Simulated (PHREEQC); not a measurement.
Dissolve 0.21 mol/kgw NaOH, 0.00033 mol/kgw NaAlO2 and 9.5e-05 mol/kgw Na2CO3 at 25 °C. Closed to the air; pH follows from the charge balance.

Computed with PHREEQC (ion-association model, wateq4f.dat).

No solid was allowed to form.

Q: Predict the pH.

A: pH 13.17.

Q: In which forms is C present?

A: NaCO3- 54 %, CO3-2 46 % of the C.
